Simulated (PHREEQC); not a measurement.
A solution holds 2.8 mmol/kgw HF and 0.082 mmol/kgw CsF, at 25 °C. Closed to the air; pH follows from the charge balance.

Equilibrium calculation in PHREEQC: ion-association model, wateq4f.dat.

Precipitation was switched off in this run.

**Question.** What pH, ionic strength does the model give?

**Answer.** pH 2.99; ionic strength 0.00115 mol/kgw.

**Question.** In which forms is F present?

**Answer.** HF 59 %, F- 40 %, H2F2 0.5 %, HF2- 0.5 % of the F.
